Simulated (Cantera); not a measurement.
Feed: 1 mol Fe2O3, 0.1 mol HCl, 0.74 mol H2, at 1350 °C and 17.0 mbar.

Cantera equilibrium calculation (NASA polynomials, part measured and part estimated; ideal gas, pure solids and liquids). Candidate condensed phases: Fe, FeCl2, FeCl3, FeO, Fe(OH)2, Fe(OH)3, Fe2O3, Fe3O4, H2O; 22 gas species. Mutual solubility and eutectic melting of coexisting phases are not modelled. The tables' stoichiometric FeO is somewhat more stable than real wüstite, so its field is too wide. FeO: taken at fixed stoichiometry. The numbers say what is thermodynamically allowed, not how fast it happens.

Question: What is the equilibrium state?

Answer: 
```json
{
 "x(H2O)": "0.873",
 "x(HCl)": "0.107",
 "x(H2)": "0.0137",
 "x(FeCl2)": "0.00565",
 "x(Cl)": "0.000383",
 "x(OH)": "0.000165",
 "x(H)": "6.21e-5",
 "x(Fe(OH)2)": "4.01e-5",
 "x(O2)": "1.78e-5",
 "n(FeO(s))": "1.18 mol",
 "n(Fe3O4(s))": "0.271 mol",
 "gas_amount": "0.8403 mol",
 "log10 activity of Fe(γ) (absent)": "-2.13",
 "log10 activity of FeCl2(l) (absent)": "-4.95"
}
```
